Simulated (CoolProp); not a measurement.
Vapour-liquid equilibrium of R134a (1) + R152A (2) at 306.7 K; x and y are mole fractions of (1).

Computed with CoolProp (multi-fluid Helmholtz-energy mixture model, Tillner-Roth 1994 and Outcalt 1996; pair parameters Lemmon 2004).

Problem. Give the bubble pressure and the first vapour's composition at x = 0.2, 0.65, 0.8. Is there an azeotrope?

Solution. x = 0.2: 7.698 bar, y = 0.208; x = 0.65: 8.062 bar, y = 0.674; x = 0.8: 8.241 bar, y = 0.819. No azeotrope shows between x = 0.05 and 0.95.

The pair parameters rest on a limited set of measurements; away from them the model extrapolates.
